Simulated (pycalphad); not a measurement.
Computed with pycalphad from the COST 507 light-alloy database (1999), at 1 atm. The database dates from 1999; later assessments differ in places, in temperatures and in the compounds included. Amounts are mole fractions of atoms.

Problem. Give the equilibrium state of Al-44.6N (at.%) at 1600 K.

Solution. ALN, fraction 0.892, with 50.0 N at.%; liquid, fraction 0.108, with 0.08 N at.%.

Problem. Give the equilibrium state of Al-44.6N (at.%) at 550 K.

Solution. ALN, fraction 0.892, with 50.0 N at.%; fcc, fraction 0.108, with <0.01 N at.%.

Database names, with the compositions (at.%) that they take in these runs: ALN: Al 50 N 50.
